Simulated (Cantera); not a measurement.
Cantera run:

```python
import numpy as np
import cantera as ct

gas_names = """
    H HO2 H2 H2O H2O2 H2S H2SO4 Mg MgH MgO MgOH MgO2H2 MgS Mg2 O OH O2 O3 S SH SO SO2 SO3 S2 S2O S8
""".split()
cond_names = """
    H2O(s) H2O(L) H2SO4(L) Mg(cr) Mg(L) MgO(s) MgO(L) MgO2H2(s) MgS(s) MgSO4(s) MgSO4(L) S(cr1) S(cr2)
    S(L)
""".split()


def load(file, names, dense=False):
    # The tables refer to 1 bar. Condensed volumes are neglected.
    table = {s.name: s for s in ct.Species.list_from_file(file)}
    out = []
    for n in names:
        d = dict(table[n].input_data)
        d["thermo"] = dict(d["thermo"], **{"reference-pressure": 1e5})
        if dense:
            d["equation-of-state"] = {"model": "constant-volume", "density": "1e6 g/cm^3"}
        out.append(ct.Species.from_dict(d))
    return out


gas = ct.Solution(thermo="ideal-gas", species=load("nasa_gas.yaml", gas_names))
cond = {s.name: ct.Solution(thermo="fixed-stoichiometry", species=[s], name=s.name)
        for s in load("nasa_condensed.yaml", cond_names, dense=True)}
atoms = {
    'MgO': {'Mg': 1, 'O': 1},
    'H2S': {'H': 2, 'S': 1},
    'O2': {'O': 2},
}
top_T = {'MgS(s)': 2250}  # K; cautious upper limits of use, not melting points


def equilibrate(T, P, feed):
    n = {}
    for name, mol in feed.items():
        for a, k in atoms[name].items():
            n[a] = n.get(a, 0.0) + k * mol
    gas.TPX = T, P, n
    mass = sum(n.values()) * gas.mean_molecular_weight
    gas.equilibrate("TP")
    valid = [c for c in cond.values() if c.min_temp <= T <= top_T.get(c.name, c.max_temp)]
    mix = ct.Mixture([(gas, mass / gas.mean_molecular_weight)] + [(c, 0.0) for c in valid])
    mix.T, mix.P = T, P
    mix.equilibrate("TP", solver="vcs", rtol=1e-11, max_steps=5000)
    return mix


results = []
feed = {'MgO': 1, 'H2S': 1.4, 'O2': 5.3}  # mol
P = 1900000  # Pa
for T in [1300, 1325, 1350, 1375, 1400, 1425, 1450]:
    mix = equilibrate(T, P, feed)
    results.append((T, P, feed, dict(zip(mix.species_names, mix.species_moles))))

top = {s: max(r[3][s] / sum(r[3][g] for g in gas_names) for r in results) for s in gas_names}
cols = sorted((s for s in top if top[s] > 0.0001), key=lambda s: -top[s])[:8]
seen = [c for c in cond_names if any(r[3].get(c, 0) > 1e-12 for r in results)]
print("log10 of partial pressures in bar; condensed amounts in mol")
print(f"{'T/K':>10s}" + "".join(f"{s[:9]:>10s}" for s in cols + seen))
for T, P, feed, n in results:
    ng = sum(n[g] for g in gas_names)
    print(f"{T:10.4g}" + "".join(f"{np.log10(max(n[s] / ng * P / 1e5, 1e-99)):10.3f}" for s in cols)
          + "".join(f"{n.get(c, 0):10.4g}" for c in seen))
```

It prints:

```
log10 of partial pressures in bar; condensed amounts in mol
       T/K        O2       H2O       SO2       SO3  MgSO4(s)  MgSO4(L)
      1300     1.053     0.777     0.084    -0.303         1         0
      1325     1.054     0.777     0.103    -0.357         1         0
      1350     1.054     0.776     0.119    -0.410         1         0
      1375     1.054     0.776     0.133    -0.464         1         0
      1400     1.055     0.775     0.145    -0.517         0         1
      1425     1.055     0.775     0.156    -0.569         0         1
      1450     1.055     0.774     0.164    -0.621         0         1
```

Equilibrium computed with Cantera from the NASA thermochemical tables; the gas is ideal and each condensed phase is pure.
